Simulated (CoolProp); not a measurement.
Vapour-liquid equilibrium of n-butane (1) + cis-2-butene (2) at 0.0371 bar; x and y are mole fractions of (1).

Values from CoolProp's multi-fluid Helmholtz-energy mixture model, Bücker 2006 and Lemmon 2005; pair parameters Bell 2016.

### Question
Give the bubble temperature and the first vapour's composition at x = 0.275, 0.575, 0.95. Is there an azeotrope?

### Answer
x = 0.275: 211.3 K, y = 0.353; x = 0.575: 210.1 K, y = 0.640; x = 0.95: 208.9 K, y = 0.959. No azeotrope shows between x = 0.05 and 0.95.

Pair parameters are fitted to limited data, so mixtures are less certain than the pure fluids.
